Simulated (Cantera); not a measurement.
A freely propagating, adiabatic, planar premixed flame of 46.9 % H2, 11.2 % O2, 42.0 % N2, equivalence ratio 2.1, unburnt at 500 K and 0.160 bar; unity-Lewis-number transport, grid criteria slope 0.08 and curve 0.16, no radiation.

Detailed kinetics in Cantera: the H2/O2 subset of GRI-Mech 3.0, which has no nitrogen chemistry. Unity Lewis numbers drop preferential diffusion, which matters most where H2 and H carry the flame. Burning velocities carry a grid error of a few per cent, more on coarse grids.

x: mole fraction of selected species; z is measured from the peak of heat release.

```tsv
z (mm)	T (K)	u (m/s)	x H2	x O2	x OH	x H	x HO2	x O
-11.9	500	3.11	0.469	0.112	<1e-8	<1e-8	<1e-8	<1e-8
-7.92	500	3.11	0.469	0.112	<1e-8	<1e-8	<1e-8	<1e-8
-5.94	500	3.11	0.469	0.112	<1e-8	<1e-8	3.12e-8	<1e-8
-3.96	500	3.11	0.469	0.112	<1e-8	<1e-8	7.58e-7	<1e-8
-1.98	520	3.24	0.467	0.110	[?]	7.72e-5	5.42e-5	5.96e-6
-0.990	700	4.31	0.441	0.0975	[?]	0.00610	3.72e-5	0.000168
0	1089	6.56	0.309	0.0434	[?]	0.0692	1.02e-5	0.00243
0.990	1327	7.88	0.212	0.00537	[?]	0.119	1.09e-6	0.00207
1.98	1430	8.43	0.207	0.00109	[?]	0.115	2.02e-7	0.00149
3.96	1546	9.03	0.217	0.000650	[?]	0.0979	1.08e-7	0.00132
7.92	1669	9.65	0.229	0.000501	0.00386	0.0794	7.76e-8	0.00108
15.8	1794	10.3	0.240	0.000334	0.00389	0.0607	5.14e-8	0.000762
31.7	1906	10.8	0.250	0.000193	[?]	0.0438	3.21e-8	0.000460
```

### Question
Fill in the missing entries.

### Answer

- -1.98, x OH: 8.67e-6
- -0.990, x OH: 0.000162
- 0, x OH: 0.00117
- 0.990, x OH: 0.00235
- 1.98, x OH: 0.00286
- 3.96, x OH: 0.00346
- 31.7, x OH: 0.00349
